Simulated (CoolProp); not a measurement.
Model: reference Helmholtz-energy equation of state, Zhou 2011, in CoolProp.

For dimethyl carbonate, give the phase and the Joule-Thomson coefficient (K/MPa), isothermal compressibility (1/MPa) at 326.85 °C and 20.1 bar; 326.85 °C and 26.8 bar; 326.85 °C and 46.9 bar.


- 326.85 °C and 20.1 bar: gas; Joule-Thomson coefficient 6.41, isothermal compressibility 0.569
- 326.85 °C and 26.8 bar: gas; Joule-Thomson coefficient 6.85, isothermal compressibility 0.453
- 326.85 °C and 46.9 bar: gas; Joule-Thomson coefficient 8.59, isothermal compressibility 0.335
